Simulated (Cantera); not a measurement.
# Stirred combustor or abatement burner

A perfectly stirred reactor is fed with C₃H₈ : O₂ : N₂ = 1 : 5.43 : 54.3 (molar parts), equivalence ratio 0.92, at 0.510 bar; it is adiabatic with a 625 K inlet, and is followed from long to short residence time, starting on the burning branch (τ in s: 0.037, 0.016, 0.0072, 0.0032, 0.0014, 0.00062, 0.00027, 0.00012, 5.3e-05, 2.4e-05, 1e-05).

Computed with Cantera and GRI-Mech 3.0 (53 species, 325 reactions). GRI-Mech 3.0 was tuned for natural gas; its chemistry of propane as a main component is partial and can be far from experiment.

```json
[
 {"τ (s)": "0.037", "T (K)": "1523", "x C₃H₈": "3.06e-6", "x O₂": "0.00935", "x C₂H₆": "2.68e-9", "x CH₄": "1.17e-6", "x OH": "0.000997", "x CH₂": "2.51e-7", "x CH₃": "2.72e-6"},
 {"τ (s)": "0.016", "T (K)": "1500", "x C₃H₈": "5.23e-6", "x O₂": "0.0104", "x C₂H₆": "7.14e-9", "x CH₄": "2.56e-6", "x OH": "0.00114", "x CH₂": "3.92e-7", "x CH₃": "4.67e-6"},
 {"τ (s)": "0.0072", "T (K)": "1472", "x C₃H₈": "9.31e-6", "x O₂": "0.0117", "x C₂H₆": "1.94e-8", "x CH₄": "5.90e-6", "x OH": "0.00123", "x CH₂": "6.06e-7", "x CH₃": "8.28e-6"},
 {"τ (s)": "0.0032", "T (K)": "1435", "x C₃H₈": "1.90e-5", "x O₂": "0.0138", "x C₂H₆": "6.00e-8", "x CH₄": "1.57e-5", "x OH": "0.00123", "x CH₂": "1.01e-6", "x CH₃": "1.62e-5"},
 {"τ (s)": "0.0014", "T (K)": "1372", "x C₃H₈": "5.71e-5", "x O₂": "0.0184", "x C₂H₆": "3.26e-7", "x CH₄": "6.67e-5", "x OH": "0.000973", "x CH₂": "2.16e-6", "x CH₃": "4.35e-5"},
 {"τ (s)": "0.00062", "T (K)": "625", "x C₃H₈": "0.0165", "x O₂": "0.0894", "x C₂H₆": "<1e-12", "x CH₄": "<1e-12", "x OH": "<1e-12", "x CH₂": "<1e-12", "x CH₃": "<1e-12"},
 {"τ (s)": "0.00027", "T (K)": "625", "x C₃H₈": "0.0165", "x O₂": "0.0894", "x C₂H₆": "<1e-12", "x CH₄": "<1e-12", "x OH": "<1e-12", "x CH₂": "<1e-12", "x CH₃": "<1e-12"},
 {"τ (s)": "0.00012", "T (K)": "625", "x C₃H₈": "0.0165", "x O₂": "0.0894", "x C₂H₆": "<1e-12", "x CH₄": "<1e-12", "x OH": "<1e-12", "x CH₂": "<1e-12", "x CH₃": "<1e-12"},
 {"τ (s)": "5.3e-5", "T (K)": "625", "x C₃H₈": "0.0165", "x O₂": "0.0894", "x C₂H₆": "<1e-12", "x CH₄": "<1e-12", "x OH": "<1e-12", "x CH₂": "<1e-12", "x CH₃": "<1e-12"},
 {"τ (s)": "2.4e-5", "T (K)": "625", "x C₃H₈": "0.0165", "x O₂": "0.0894", "x C₂H₆": "<1e-12", "x CH₄": "<1e-12", "x OH": "<1e-12", "x CH₂": "<1e-12", "x CH₃": "<1e-12"},
 {"τ (s)": "1.0e-5", "T (K)": "625", "x C₃H₈": "0.0165", "x O₂": "0.0894", "x C₂H₆": "<1e-12", "x CH₄": "<1e-12", "x OH": "<1e-12", "x CH₂": "<1e-12", "x CH₃": "<1e-12"}
]
```
x: mole fraction; the columns are a selection and need not sum to one.
